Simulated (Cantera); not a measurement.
What does this Cantera script print?

```python
import numpy as np
import cantera as ct

gas_names = """
    H H2 N NH NH2 NH3 N2 N2H2 N2H4 V VN
""".split()
cond_names = """
    V(cr) V(L) VN(s)
""".split()


# ... load() reads the species with a 1 bar reference pressure and builds the phases ...
atoms = {
    'V': {'V': 1},
    'N2': {'N': 2},
    'H2': {'H': 2},
}
top_T = {'VN(s)': 2300}  # K; cautious upper limits of use, not melting points


# ... equilibrate(T, P, feed) seeds the gas with the atoms and calls Mixture.equilibrate('TP', solver="vcs", rtol=1e-11, max_steps=5000) ...
results = []
feed = {'V': 1, 'N2': 0.31, 'H2': 440}  # mol
P = 0.44  # Pa
for T in [1348, 1423, 1498, 1573, 1648, 1723, 1798, 1873, 1948, 2023]:
    mix = equilibrate(T, P, feed)
    results.append((T, P, feed, dict(zip(mix.species_names, mix.species_moles))))

top = {s: max(r[3][s] / sum(r[3][g] for g in gas_names) for r in results) for s in gas_names}
cols = sorted((s for s in top if top[s] > 0.001), key=lambda s: -top[s])[:8]
seen = [c for c in cond_names if any(r[3].get(c, 0) > 1e-12 for r in results)]
print("log10 of partial pressures in bar; condensed amounts in mol")
print(f"{'T/K':>10s}" + "".join(f"{s[:9]:>10s}" for s in cols + seen))
for T, P, feed, n in results:
    ng = sum(n[g] for g in gas_names)
    print(f"{T:10.4g}" + "".join(f"{np.log10(max(n[s] / ng * P / 1e5, 1e-99)):10.3f}" for s in cols)
          + "".join(f"{n.get(c, 0):10.4g}" for c in seen))
```

Result:

```
log10 of partial pressures in bar; condensed amounts in mol
       T/K        H2         H         V     V(cr)
      1348    -5.357    -8.314   -12.056    0.9999
      1423    -5.358    -7.857   -11.013     0.999
      1498    -5.360    -7.445   -10.075    0.9915
      1573    -5.365    -7.074    -9.228    0.9403
      1648    -5.376    -6.738    -8.460    0.6452
      1723    -5.396    -6.437    -8.020         0
      1798    -5.431    -6.169    -8.036         0
      1873    -5.491    -5.936    -8.063         0
      1948    -5.589    -5.741    -8.102         0
      2023    -5.739    -5.591    -8.151         0
```

Method: chemical equilibrium by Gibbs-energy minimisation in Cantera with the NASA 1993 tables (ideal gas, pure condensed phases). Condensed phases not in the tables: V2N, N, O or C dissolved in the metal.
